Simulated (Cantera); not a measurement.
An adiabatic, constant-volume homogeneous reactor starts with CH₄ : CO : O₂ : N₂ = 1 : 0.81 : 3.88 : 36.5 (molar parts), at 1523 K and 26000 Pa. Integrator tolerance rtol = 1e-08.

Computed with Cantera and GRI-Mech 3.0 (53 species, 325 reactions).

Q: What does this change do: pressure from 26000 Pa to 59000 Pa?

A: 
```
quantity                                                              before                                      after
---------------------------------  -----------------------------------------  -----------------------------------------
time of steepest temperature rise                                    4.30 ms                                    2.18 ms
temperature at 1.00 s                                                 2273 K                                     2288 K
equilibrium temperature                                               2273 K                                     2288 K
x(CH₄) at 1.00 s                       <1e-12 (gas-phase equilibrium <1e-12)      <1e-12 (gas-phase equilibrium <1e-12)
x(CO) at 1.00 s                      0.00347 (gas-phase equilibrium 0.00347)    0.00261 (gas-phase equilibrium 0.00261)
x(O₂) at 1.00 s                        0.0328 (gas-phase equilibrium 0.0328)      0.0324 (gas-phase equilibrium 0.0324)
x(H) at 1.00 s                     0.000363 (gas-phase equilibrium 0.000363)  0.000224 (gas-phase equilibrium 0.000224)
x(HCO) at 1.00 s                   9.98e-11 (gas-phase equilibrium 9.97e-11)  1.03e-10 (gas-phase equilibrium 1.03e-10)
x(CH₂O) at 1.00 s                      <1e-12 (gas-phase equilibrium <1e-12)      <1e-12 (gas-phase equilibrium <1e-12)
x(HCN) at 1.00 s                   1.12e-12 (gas-phase equilibrium 1.12e-12)  1.20e-12 (gas-phase equilibrium 1.20e-12)
```

Q: What does this change do: 0.26 parts C2H6 added?

A: 
```
quantity                                                              before                                      after
---------------------------------  -----------------------------------------  -----------------------------------------
time of steepest temperature rise                                    4.30 ms                                   0.517 ms
temperature at 1.00 s                                                 2273 K                                     2419 K
equilibrium temperature                                               2273 K                                     2419 K
x(CH₄) at 1.00 s                       <1e-12 (gas-phase equilibrium <1e-12)      <1e-12 (gas-phase equilibrium <1e-12)
x(CO) at 1.00 s                      0.00347 (gas-phase equilibrium 0.00347)      0.0124 (gas-phase equilibrium 0.0124)
x(O₂) at 1.00 s                        0.0328 (gas-phase equilibrium 0.0328)      0.0160 (gas-phase equilibrium 0.0160)
x(H) at 1.00 s                     0.000363 (gas-phase equilibrium 0.000363)    0.00146 (gas-phase equilibrium 0.00146)
x(HCO) at 1.00 s                   9.98e-11 (gas-phase equilibrium 9.97e-11)    1.21e-9 (gas-phase equilibrium 1.21e-9)
x(CH₂O) at 1.00 s                      <1e-12 (gas-phase equilibrium <1e-12)  5.92e-12 (gas-phase equilibrium 5.92e-12)
x(HCN) at 1.00 s                   1.12e-12 (gas-phase equilibrium 1.12e-12)  2.62e-11 (gas-phase equilibrium 2.62e-11)
```
